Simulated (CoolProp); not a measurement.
Vapour-liquid equilibrium of diethyl ether (1) + methanol (2) at 0.931 MPa; x and y are mole fractions of (1).

Computed with CoolProp (multi-fluid Helmholtz-energy mixture model, Thol 2014 and de Reuck 1993; pair parameters Bell 2016).

### Question
Give the bubble temperature and the first vapour's composition at x = 0.35, 0.65, 0.95. Is there an azeotrope?

### Answer
x = 0.35: 391.6 K, y = 0.495; x = 0.65: 387.5 K, y = 0.688; x = 0.95: 388.3 K, y = 0.937. y crosses x between x = 0.65 and 0.8: the model has an azeotrope there.

The pair parameters rest on a limited set of measurements; away from them the model extrapolates.
